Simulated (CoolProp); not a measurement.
Properties of R1234yf along the isotherm 136.85 °C.

Model: reference Helmholtz-energy equation of state, Lemmon 2022, in CoolProp.

```tsv
p (MPa)	phase	density (kg/m³)	Joule-Thomson coefficient (K/MPa)	viscosity (µPa s)
2.6	gas	109.4	___	17.9
5.21	supercritical	324.9	___	25.3
7.81	supercritical	615.3	___	48.1
10.4	supercritical	730.6	1.413	61.7
13	supercritical	___	0.8057	70.6
15.6	supercritical	838.6	0.4997	78.3
18.2	supercritical	872.9	0.3132	85.3
20.8	supercritical	___	0.1869	91.8
23.4	supercritical	924.9	0.09528	___
26	supercritical	945.7	0.02576	104
28.6	supercritical	964.1	___	110
31.2	supercritical	___	-0.07284	116
33.8	supercritical	995.8	-0.1090	121
```

Some entries are withheld; supply them.


- 2.6, Joule-Thomson coefficient (K/MPa): 8.459
- 5.21, Joule-Thomson coefficient (K/MPa): 8.816
- 7.81, Joule-Thomson coefficient (K/MPa): 3.194
- 13, density (kg/m³): 794.3
- 20.8, density (kg/m³): 901.0
- 23.4, viscosity (µPa s): 98.0
- 28.6, Joule-Thomson coefficient (K/MPa): -0.02883
- 31.2, density (kg/m³): 980.7

Viscosity comes from a separate model (Bell 2016), an estimate that may be off by 10 % or more.
